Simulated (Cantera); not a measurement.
Input: 1 mol MgO, 0.68 mol H2S, 8.3 mol N2, at 1350 K and 0.133 bar.

These are equilibrium values from Cantera (NASA tables, ideal gas, pure condensed phases), not measurements of a reactor. Candidate condensed phases: H2O, H2SO4, Mg, MgO, Mg(OH)2, MgS, MgSO4, S; 43 gas species. Mutual solubility and eutectic melting of coexisting phases are not modelled. Equilibrium is a limit: real reactors are often held back by kinetics, nucleation or transport.

Base state: N2 0.902, H2 0.0486, S2 0.0242, H2S 0.0225, H2O 0.00266, SH 0.000287 (mole fractions); condensed: MgO(s) + MgS(s).

What changes in the equilibrium state with this change: temperature from 1350 K to 1600 K?


```json
[
 {"species": "N2", "before": "0.902", "after": "0.895"},
 {"species": "H2", "before": "0.0486", "after": "0.0620"},
 {"species": "S2", "before": "0.0242", "after": "0.0307"},
 {"species": "H2S", "before": "0.0225", "after": "0.00915"},
 {"species": "H", "before": "1.44e-6", "after": "3.71e-5"},
 {"species": "S", "before": "2.51e-6", "after": "5.80e-5"},
 {"species": "SO", "before": "1.70e-6", "after": "1.36e-5"},
 {"species": "MgO(s), mol", "before": "0.975", "after": "0.984"},
 {"species": "MgS(s), mol", "before": "0.0245", "after": "0.0159"}
]
```
